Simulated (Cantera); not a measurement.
Feed: 1 mol HgO, 0.14 mol O2, 1 mol H2, at 2.70 bar.

Equilibrium computed with Cantera from the NASA thermochemical tables; the gas is ideal and each condensed phase is pure. Candidate condensed phases: H2O, Hg, HgO; 10 gas species. Rates play no part.

log p: log10 of the partial pressure in bar; n: condensed amount in mol.

| T (K) | log p H2O | log p Hg | log p O2 | log p OH | log p HO2 | log p H2 | n HgO(s) |
|---|---|---|---|---|---|---|---|
| 698 | 0.18 | 0.06 | -1.60 | -10.25 | <-11 | <-11 | 0.247 |
| 748 | 0.10 | 0.10 | -0.75 | ___ | ___ | <-11 | 0 |
| 798 | 0.10 | 0.10 | -0.75 | -8.55 | -10.29 | <-11 | 0 |
| 848 | 0.10 | 0.10 | -0.75 | -7.93 | -9.78 | <-11 | 0 |
| 898 | 0.10 | 0.10 | -0.75 | ___ | ___ | ___ | 0 |
| 948 | 0.10 | 0.10 | -0.75 | -6.87 | -8.92 | -10.29 | 0 |
| 998 | 0.10 | 0.10 | -0.75 | -6.42 | -8.55 | -9.61 | 0 |
| 1048 | 0.10 | 0.10 | -0.75 | -6.02 | -8.22 | -8.99 | 0 |
| 1098 | 0.10 | 0.10 | -0.75 | -5.65 | -7.92 | -8.42 | 0 |
| 1148 | 0.10 | 0.10 | -0.75 | -5.31 | -7.64 | -7.91 | 0 |
| 1198 | 0.10 | 0.10 | -0.75 | -5.00 | -7.39 | -7.44 | 0 |

### Question
Fill in the missing entries.

### Answer

- 898, log p OH: -7.37
- 898, log p HO2: -9.32
- 898, log p H2: -11.05
- 748, log p OH: -9.26
- 748, log p HO2: -10.87
